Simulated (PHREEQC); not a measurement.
# Metal-bearing waste water: an equilibrium model

Solution (40 °C): 0.014 mol/kgw ZnSO4 and 0.0079 mol/kgw MgSO4. Closed to the air; pH follows from the charge balance.

Computed with PHREEQC (ion-association model, phreeqc.dat).

No solid was allowed to form.

Q: Estimate the pH, specific conductance, ionic strength.

A: pH 5.57; specific conductance 3350 µS/cm; ionic strength 0.0499 mol/kgw.

Q: In which forms is Zn present?

A: Zn+2 59 %, ZnSO4 38 %, Zn(SO4)2-2 3.4 % of the Zn.

Constants without temperature data keep their 25 °C values here.
